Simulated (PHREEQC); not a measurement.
PHREEQC input (ion-association model, wateq4f.dat):

```
SOLUTION_MASTER_SPECIES
  An  An-  0  An  62.0  # stands for a non-complexing anion
SOLUTION_SPECIES
  An- = An-
    -log_k 0
    -gamma 3.0 0
PHASES
  Fix_H+
    H+ = H+
    -log_k 0
SOLUTION 1
  temp 25
  units mmol/kgw
  pH 7 charge
  Na 50
  An 50
END
SELECTED_OUTPUT 1
  -reset false
  -pH true
  -pe true
  -ionic_strength true
  -water true
  -totals Na
  -molalities Hfo_wOH Hfo_wOH2+ Hfo_wO- Hfo_sOH Hfo_sOH2+ Hfo_sO-
USER_PUNCH 1
  -headings sigma psi
  10 PUNCH EDL("sigma", "Hfo"), EDL("psi", "Hfo")
PRINT
  -reset false
USE solution 1
SURFACE 1
  Hfo_wOH 0.000121348 600 0.054
  Hfo_sOH 3.03371e-06
EQUILIBRIUM_PHASES 1
  Fix_H+ -4 HAn 10
    -force_equality true
  O2(g) -0.68 10
END
# ... the last block is repeated for the other 16 points of pH, with NaOH or the acid as the point needs
```

Selected output (columns that matter, 17 of 17 rows; pH added in front):

```
pH	mu	Na	m_Hfo_wOH	m_Hfo_wOH2+	m_Hfo_wO-	m_Hfo_sOH	m_Hfo_sOH2+	m_Hfo_sO-	sigma	psi
4	0.050167	0.05	2.4815e-05	9.6386e-05	1.4636e-07	6.2038e-07	2.4097e-06	3.659e-09	0.29379	0.15976
4.38	0.050091	0.05	3.7918e-05	8.3033e-05	3.9669e-07	9.4796e-07	2.0758e-06	9.9172e-09	0.25226	0.15201
4.75	0.050056	0.05	5.114e-05	6.9344e-05	8.6399e-07	1.2785e-06	1.7336e-06	2.16e-08	0.20905	0.14243
5.12	0.050037	0.05	6.3186e-05	5.6545e-05	1.6175e-06	1.5797e-06	1.4136e-06	4.0438e-08	0.16767	0.13122
5.5	0.050026	0.05	7.3363e-05	4.5261e-05	2.7241e-06	1.8341e-06	1.1315e-06	6.8103e-08	0.12985	0.1183
5.88	0.050018	0.05	8.1007e-05	3.6187e-05	4.1542e-06	2.0252e-06	9.0468e-07	1.0386e-07	0.097785	0.10411
6.25	0.050013	0.05	8.6168e-05	2.9393e-05	5.7869e-06	2.1542e-06	7.3483e-07	1.4467e-07	0.072062	0.089154
6.62	0.050009	0.05	8.9481e-05	2.4328e-05	7.5398e-06	2.237e-06	6.0819e-07	1.885e-07	0.051247	0.073095
7	0.050006	0.05	9.1476e-05	2.0539e-05	9.3335e-06	2.2869e-06	5.1346e-07	2.3334e-07	0.034205	0.055532
7.38	0.050003	0.05	9.2535e-05	1.7781e-05	1.1032e-05	2.3134e-06	4.4452e-07	2.7581e-07	0.020601	0.037053
7.75	0.050002	0.05	9.3016e-05	1.5741e-05	1.2592e-05	2.3254e-06	3.9352e-07	3.148e-07	0.0096122	0.018429
8.12	0.050002	0.050002	9.315e-05	1.4056e-05	1.4142e-05	2.3288e-06	3.514e-07	3.5355e-07	-0.00026209	-0.00051333
8.5	0.050006	0.050007	9.2991e-05	1.2467e-05	1.589e-05	2.3248e-06	3.1168e-07	3.9724e-07	-0.010447	-0.019955
8.88	0.050013	0.050017	9.2455e-05	1.0859e-05	1.8034e-05	2.3114e-06	2.7146e-07	4.5085e-07	-0.021904	-0.039033
9.25	0.050028	0.050034	9.1358e-05	9.194e-06	2.0796e-05	2.2839e-06	2.2985e-07	5.1991e-07	-0.035418	-0.056953
9.62	0.05006	0.050069	8.9338e-05	7.4422e-06	2.4568e-05	2.2335e-06	1.8606e-07	6.142e-07	-0.052279	-0.073985
10	0.050136	0.050148	8.5813e-05	5.6437e-06	2.9891e-05	2.1453e-06	1.4109e-07	7.4729e-07	-0.07402	-0.090391
```
